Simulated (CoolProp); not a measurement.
Vapour pressure (bar) of the fluoroketone C6F12O (FK-5-1-12): the reference equation beside estimates from Tc = 168.7 °C, pc = 18.69 bar, ω = 0.471. Clausius-Clapeyron is anchored at -19.95 °C with a constant enthalpy of vaporisation of 33.77 kJ/mol.

The numbers come from the reference Helmholtz-energy equation of state, McLinden 2015 in CoolProp.

```
T (°C)   reference  Lee-Kesler  Clausius-Clapeyron  van der Waals  Redlich-Kwong  Soave-Redlich-Kwong  Peng-Robinson
------  ----------  ----------  ------------------  -------------  -------------  -------------------  -------------
-25.35     0.02756     0.02791             0.02768          1.088         0.1817           (withheld)        0.03026
-22.65  (withheld)     0.03333             0.03303          1.162         0.2058              0.03365        0.03594
-19.95     0.03926     0.03960             0.03926          1.239         0.2325              0.03995        0.04250
-17.15     0.04682     0.04715             0.04679          1.324         0.2628              0.04753        0.05035
-14.45     0.05522     0.05553             0.05522          1.408         0.2949              0.05594        0.05903
-11.75     0.06486  (withheld)             0.06494          1.497         0.3299              0.06557     (withheld)
-9.05   (withheld)     0.07611             0.07612          1.589         0.3680              0.07655        0.08021
-6.35      0.08837     0.08858             0.08894          1.685         0.4094              0.08903        0.09297
-3.65       0.1025      0.1027              0.1036          1.785         0.4542               0.1032         0.1074
-0.95   (withheld)      0.1187              0.1203          1.889         0.5027               0.1191         0.1236
1.85        0.1372      0.1373              0.1400          2.000         0.5570               0.1378         0.1425
```

### Question
Fill in the missing entries.

### Answer

- -25.35, Soave-Redlich-Kwong: 0.02820
- -22.65, reference: 0.03297
- -11.75, Lee-Kesler: 0.06514
- -11.75, Peng-Robinson: 0.06894
- -9.05, reference: 0.07586
- -0.95, reference: 0.1185

Absolute difference from the reference over all 11 rows, mean and median: Lee-Kesler 0.5 and 0.4 %, Clausius-Clapeyron 0.6 and 0.3 %, van der Waals 2364.4 and 2208.0 %, Redlich-Kwong 418.3 and 408.6 %, Soave-Redlich-Kwong 1.2 and 1.1 %, Peng-Robinson 6.5 and 6.3 %.
